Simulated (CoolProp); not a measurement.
Values from CoolProp's reference Helmholtz-energy equation of state, Lemmon 2006. It is a short technical equation, of lower accuracy than the large ones.

Problem. For isopentane, give the phase and the isothermal compressibility (1/MPa), expansivity (1/kK), fugacity coefficient at -35.05 °C and 0.0355 MPa; -134.25 °C and 0.269 MPa.

Solution. 
- -35.05 °C and 0.0355 MPa: liquid; isothermal compressibility 0.00127, expansivity 1.37, fugacity coefficient 0.163
- -134.25 °C and 0.269 MPa: liquid; isothermal compressibility 0.000551, expansivity 1.24, fugacity coefficient 3.23e-7
